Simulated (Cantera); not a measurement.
Sublimation and decomposition of ceramics: AlN + N2

Charge: 1 mol AlN, 0.016 mol N2, equilibrated at 2.63 Torr.

Method: chemical equilibrium by Gibbs-energy minimisation in Cantera with the NASA 1993 tables (ideal gas, pure condensed phases). Candidate condensed phases: Al, AlN; 12 gas species. Ions and electrons are included (thermal ionisation). Equilibrium is a limit: real reactors are often held back by kinetics, nucleation or transport.

At 2000 K the condensed part is AlN(s). From 2250 K to 5000 K nothing is condensed. The main Al-bearing gas is Al throughout.

```json
[
 {"T (K)": "2000", "x N2": "0.895", "x Al": "0.105", "x N": "1.44e-8", "x Al+": "7.18e-7", "x e-": "7.18e-7", "x Al2": "1.17e-5", "x AlN": "1.02e-9", "n AlN(s)": "0.998"},
 {"T (K)": "2250", "x N2": "0.340", "x Al": "0.659", "x N": "2.20e-7", "x Al+": "1.43e-5", "x e-": "1.43e-5", "x Al2": "0.000146", "x AlN": "1.44e-8", "n AlN(s)": "0"},
 {"T (K)": "2500", "x N2": "0.340", "x Al": "0.659", "x N": "2.88e-6", "x Al+": "7.64e-5", "x e-": "7.64e-5", "x Al2": "5.76e-5", "x AlN": "4.01e-8", "n AlN(s)": "0"},
 {"T (K)": "2750", "x N2": "0.340", "x Al": "0.659", "x N": "2.37e-5", "x Al+": "0.000304", "x e-": "0.000304", "x Al2": "2.69e-5", "x AlN": "9.29e-8", "n AlN(s)": "0"},
 {"T (K)": "3000", "x N2": "0.340", "x Al": "0.658", "x N": "0.000137", "x Al+": "0.000967", "x e-": "0.000967", "x Al2": "1.42e-5", "x AlN": "1.87e-7", "n AlN(s)": "0"},
 {"T (K)": "3250", "x N2": "0.339", "x Al": "0.655", "x N": "0.000608", "x Al+": "0.00260", "x e-": "0.00260", "x Al2": "8.23e-6", "x AlN": "3.35e-7", "n AlN(s)": "0"},
 {"T (K)": "3500", "x N2": "0.337", "x Al": "0.649", "x N": "0.00217", "x Al+": "0.00607", "x e-": "0.00607", "x Al2": "5.10e-6", "x AlN": "5.49e-7", "n AlN(s)": "0"},
 {"T (K)": "3750", "x N2": "0.332", "x Al": "0.636", "x N": "0.00654", "x Al+": "0.0127", "x e-": "0.0127", "x Al2": "3.29e-6", "x AlN": "8.30e-7", "n AlN(s)": "0"},
 {"T (K)": "4000", "x N2": "0.321", "x Al": "0.614", "x N": "0.0170", "x Al+": "0.0241", "x e-": "0.0241", "x Al2": "2.17e-6", "x AlN": "1.16e-6", "n AlN(s)": "0"},
 {"T (K)": "4250", "x N2": "0.300", "x Al": "0.577", "x N": "0.0388", "x Al+": "0.0419", "x e-": "0.0419", "x Al2": "1.41e-6", "x AlN": "1.48e-6", "n AlN(s)": "0"},
 {"T (K)": "4500", "x N2": "0.265", "x Al": "0.522", "x N": "0.0783", "x Al+": "0.0674", "x e-": "0.0674", "x Al2": "8.78e-7", "x AlN": "1.69e-6", "n AlN(s)": "0"},
 {"T (K)": "4750", "x N2": "0.213", "x Al": "0.447", "x N": "0.139", "x Al+": "0.100", "x e-": "0.100", "x Al2": "5.06e-7", "x AlN": "1.70e-6", "n AlN(s)": "0"},
 {"T (K)": "5000", "x N2": "0.149", "x Al": "0.360", "x N": "0.216", "x Al+": "0.138", "x e-": "0.138", "x Al2": "2.63e-7", "x AlN": "1.46e-6", "n AlN(s)": "0"}
]
```
x: gas mole fraction; n: condensed amount in mol.
